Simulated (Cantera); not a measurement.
Mixture: H₂ : O₂ : N₂ : H₂O = 1 : 0.25 : 0.94 : 0.096 (molar parts), at 1300000 Pa, adiabatic and at constant volume. Ignition delay is the time to a rise of 400 K.

Cantera simulation using the H2/O2 subset of GRI-Mech 3.0, which has no nitrogen chemistry; the numbers are that mechanism's predictions, not measurements. The hydrogen kinetics of GRI-Mech 3.0 are dated; newer H2 mechanisms differ, most at raised pressure. The pressure lies above the range GRI-Mech 3.0 was tuned for (to about 10 atm).

### Question
Predict: delay at 1048 K; delay at 1198 K; delay at 1348 K; delay at 1498 K; apparent activation energy between 1423 and 1573 K.

### Answer
| Property | Value |
|---|---|
| delay at 1048 K | 2.07 ms |
| delay at 1198 K | 0.121 ms |
| delay at 1348 K | 6.09 µs |
| delay at 1498 K | 1.46 µs |
| apparent activation energy between 1423 and 1573 K | 110 kJ/mol |
